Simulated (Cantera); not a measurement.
A Cantera script and what it prints.

```python
import numpy as np
import cantera as ct

gas_names = """
    H H2 N NH NH2 NH3 N2 N2H2 N2H4 Si SiH SiH2 SiH3 SiH4 SiN Si2 Si2N Si3
""".split()
cond_names = """
    Si(cr) Si(L) Si3N4(a)
""".split()


# ... load() reads the species with a 1 bar reference pressure and builds the phases ...
atoms = {
    'trisilylamine': {'Si': 3, 'N': 1, 'H': 9},
    'NH3': {'N': 1, 'H': 3},
    'N2': {'N': 2},
}
top_T = {'Si3N4(a)': 2400}  # K; cautious upper limits of use, not melting points


# ... equilibrate(T, P, feed) seeds the gas with the atoms and calls Mixture.equilibrate('TP', solver="vcs", rtol=1e-11, max_steps=5000) ...
results = []
feed = {'trisilylamine': 1, 'NH3': 46, 'N2': 8.5}  # mol
T = 1048.15  # K
P = 48  # Pa
mix = equilibrate(T, P, feed)
results.append((T, P, feed, dict(zip(mix.species_names, mix.species_moles))))
x = sorted(zip(gas.X, gas.species_names), reverse=True)
print(f"T = {T:g} K  P = {P:g} Pa  gas = {mix.phase_moles(0):.4g} mol")
print("   x: " + "  ".join(f"{s} {v:.3e}" for v, s in x if v > 0.001))
print("   condensed (mol): " + ("  ".join(f"{mix.phase(i).name} {mix.phase_moles(i):.4g}"
      for i in range(1, mix.n_phases) if mix.phase_moles(i) > 1e-12) or "none"))
```

Result:

```
T = 1048.15 K  P = 48 Pa  gas = 103.5 mol
   x: H2 7.101e-01  N2 2.899e-01
   condensed (mol): Si3N4(a) 1
```

Equilibrium computed with Cantera from the NASA thermochemical tables; the gas is ideal and each condensed phase is pure. The feed counts by its element totals alone.
